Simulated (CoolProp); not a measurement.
R113 along the isobar 181 kPa: Z from the reference equation and from simpler models built on Tc = 487.2 K, pc = 3392 kPa, ω = 0.253; each cubic takes its own stable root.

Computed with CoolProp (reference Helmholtz-energy equation of state, Marx 1992).

```csv
T (K),phase,reference,Pitzer virial,van der Waals,Redlich-Kwong,Soave-Redlich-Kwong,Peng-Robinson
403.9,gas,0.9660,0.9648,0.9747,0.9684,0.9661,0.9637
415.9,gas,0.9692,0.9681,0.9764,0.9709,0.9691,0.9668
427.9,gas,0.9720,0.9711,0.9780,0.9732,0.9718,0.9695
439.9,gas,0.9745,0.9737,0.9794,0.9752,0.9742,0.9719
451.9,gas,0.9766,0.9760,0.9807,0.9771,0.9764,0.9742
463.9,gas,0.9786,0.9781,0.9819,0.9788,0.9783,0.9762
476,gas,0.9804,0.9799,0.9830,0.9803,0.9801,0.9780
488,gas,0.9819,0.9816,0.9840,0.9817,0.9817,0.9797
500,gas,0.9834,0.9831,0.9849,0.9830,0.9832,0.9812
```
